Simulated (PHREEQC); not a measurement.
Consider water at 25 °C with 35 mmol/kgw NH3, 0.0425 mmol/kgw H4SiO4 and 8.9 mmol/kgw Na2CO3. Closed to the air; pH follows from the charge balance.

Equilibrium calculation in PHREEQC: ion-association model, wateq4f.dat.

This is a speciation only: nothing precipitates in the calculation.

Task: Estimate the pH.

Result: pH 11.07.

Task: In which forms is Na present?

Result: Na+ 93 %, NaCO3- 6.7 % of the Na.
